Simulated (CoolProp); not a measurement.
Cyclopropane along the isotherm 380 K: fugacity coefficient from the reference equation and from simpler models built on Tc = 398.7 K, pc = 5.605 MPa, ω = 0.131; each cubic takes its own stable root.

The numbers come from the reference Helmholtz-energy equation of state, Polt 1992 in CoolProp. This equation is an older, rougher fit; its heat capacities, sound speeds and derivatives of the liquid may be far off and weren't checked against measurements.

```tsv
p (MPa)	phase	reference	van der Waals	Redlich-Kwong	Soave-Redlich-Kwong	Peng-Robinson
0.0443	gas	0.9968	0.9974	0.9969	0.9969	0.9966
0.065	gas	0.9954	0.9961	0.9955	0.9954	0.9950
0.0955	gas	0.9932	0.9943	0.9933	0.9933	0.9926
0.14	gas	0.9900	0.9917	0.9902	0.9901	0.9892
0.206	gas	0.9853	0.9878	0.9857	0.9855	0.9841
0.302	gas	0.9785	0.9821	0.9790	0.9788	0.9767
0.443	gas	0.9685	0.9737	0.9692	0.9689	0.9659
0.65	gas	0.9539	0.9615	0.9550	0.9545	0.9501
0.955	gas	0.9325	0.9434	0.9341	0.9334	0.9271
1.4	gas	0.9015	0.9171	?	0.9028	0.8939
2.06	gas	0.8557	0.8781	0.8591	0.8577	0.8453
3.02	gas	0.7889	0.8209	0.7943	0.7922	0.7757
4.43	liquid	?	0.7325	0.6852	0.6744	0.6534
6.5	liquid	?	0.5560	0.5018	0.4932	0.4743
9.55	liquid	0.3562	0.4282	0.3763	?	0.3516
14	liquid	0.2730	0.3454	0.2926	0.2869	0.2693
```

Task: Some entries are withheld; supply them.

Result: 
- 1.4, Redlich-Kwong: 0.9037
- 4.43, reference: 0.6652
- 6.5, reference: 0.4813
- 9.55, Soave-Redlich-Kwong: 0.3694

At some of these states van der Waals gives the other phase, because its saturation line lies elsewhere.
